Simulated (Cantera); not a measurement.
A closed system holds: 1 mol Fe, 6.2 mol H2O, 160 mol N2, held at 1600 °C and 133 Pa.

Method: chemical equilibrium by Gibbs-energy minimisation in Cantera with the NASA 1993 tables (ideal gas, pure condensed phases). Candidate condensed phases: Fe, FeO, Fe(OH)2, Fe(OH)3, Fe2O3, Fe3O4, H2O; 27 gas species. The tables' stoichiometric FeO is somewhat more stable than real wüstite, so its field is too wide. FeO: taken at fixed stoichiometry. Equilibrium is a limit: real reactors are often held back by kinetics, nucleation or transport.

Base state: N2 0.957, H2O 0.0322, H2 0.00395, Fe 0.00335, H 0.00111, OH 0.000705, O2 0.000537, FeO 0.000393 (mole fractions); condensed: FeO(l).

Question: What changes in the equilibrium state with this change: H2O from 6.2 to 0.075 mol?

Answer: 
```
species        before     after
-----------  --------  --------
N2              0.957     0.993
Fe            0.00335   0.00608
H             0.00111  0.000212
H2O            0.0322  0.000205
H2            0.00395  0.000143
O2           0.000537   1.65e-5
OH           0.000705   2.35e-5
O            0.000150   2.63e-5
NO           0.000294   5.25e-5
FeO(l), mol     0.373         0
```
